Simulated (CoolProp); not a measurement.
Properties of methanol at several states.

Computed with CoolProp (reference Helmholtz-energy equation of state, de Reuck 1993).

```json
[
 {"T (°C)": "63.25", "p (kPa)": "10100", "phase": "liquid", "speed of sound (m/s)": "…", "Joule-Thomson coefficient (K/MPa)": "-0.2783"},
 {"T (°C)": "345.55", "p (kPa)": "97.9", "phase": "gas", "speed of sound (m/s)": "…", "Joule-Thomson coefficient (K/MPa)": "…"},
 {"T (°C)": "-27.15", "p (kPa)": "8630", "phase": "liquid", "speed of sound (m/s)": "…", "Joule-Thomson coefficient (K/MPa)": "-0.3777"},
 {"T (°C)": "22.85", "p (kPa)": "41300", "phase": "liquid", "speed of sound (m/s)": "1318", "Joule-Thomson coefficient (K/MPa)": "-0.3501"}
]
```

Task: Complete the blanks.

Result: 
- 63.25, speed of sound (m/s): 1052
- 345.55, speed of sound (m/s): 426.7
- 345.55, Joule-Thomson coefficient (K/MPa): 3.479
- -27.15, speed of sound (m/s): 1325
